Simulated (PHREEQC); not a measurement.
A solution holds 0.005 mol/kgw Cu(NO3)2, 0.023 mol/kgw HBF4 and 0.00031 mol/kgw H3BO3, at 25 °C. Closed to the air; pH follows from the charge balance.

All values are PHREEQC results (ion-association model, phreeqc.dat), not measurements.

Each row changes one thing in this solution. Precipitation was switched off in this run.

```tsv
case	pH	ionic strength (mol/kgw)	BF4- (mol/kgw)	HF (mol/kgw)	H3BO3 (mol/kgw)	BF3OH- (mol/kgw)
as made	1.73	0.0366	0.0202	0.00790	0.00207	0.000931
0.00031 mol/kgw LiOH added	1.73	0.0366	0.0202	0.00787	___	0.000933
Cu(NO3)2 from 0.005 to 0.0005 mol/kgw	1.72	0.0231	0.0201	___	___	___
diluted 10-fold with water	2.65	0.00385	0.00119	0.00290	0.000922	___
```

Question: Some entries are withheld; supply them.

Answer: 
- 0.00031 mol/kgw LiOH added, H3BO3 (mol/kgw): 0.00206
- Cu(NO3)2 from 0.005 to 0.0005 mol/kgw, HF (mol/kgw): 0.00800
- Cu(NO3)2 from 0.005 to 0.0005 mol/kgw, H3BO3 (mol/kgw): 0.00209
- Cu(NO3)2 from 0.005 to 0.0005 mol/kgw, BF3OH- (mol/kgw): 0.000921
- diluted 10-fold with water, BF3OH- (mol/kgw): 0.000151

Real BF4- forms and hydrolyses slowly; the run takes it at equilibrium.
